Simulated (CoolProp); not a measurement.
Propylene along the isobar 6.57 bar: fugacity coefficient from the reference equation and from simpler models built on Tc = 364.2 K, pc = 45.55 bar, ω = 0.146; each cubic takes its own stable root.

Model: reference Helmholtz-energy equation of state, Lemmon 2013, in CoolProp.

```csv
T (K),phase,reference
177.2,liquid,0.008688
192.1,liquid,0.02524
207.1,liquid,0.06158
222,liquid,0.1296
236.9,liquid,0.2437
251.8,liquid,0.4178
266.8,liquid,0.6658
281.7,gas,0.8899
296.6,gas,0.9066
311.5,gas,0.9200
326.5,gas,0.9310
```

How far does each simpler model (van der Waals, Redlich-Kwong, Soave-Redlich-Kwong, Peng-Robinson) lie from the reference over these 11 states: mean and median of the absolute difference, and the worst?


- van der Waals: mean 369.3 %, median 115.1 %, worst +1742.8 % at 177.2 K and 6.57 bar
- Redlich-Kwong: mean 16.4 %, median 22.2 %, worst +29.0 % at 207.1 K and 6.57 bar
- Soave-Redlich-Kwong: mean 0.7 %, median 0.6 %, worst -1.6 % at 177.2 K and 6.57 bar
- Peng-Robinson: mean 1.4 %, median 0.5 %, worst +6.2 % at 177.2 K and 6.57 bar

At some of these states van der Waals gives the other phase, because its saturation line lies elsewhere.
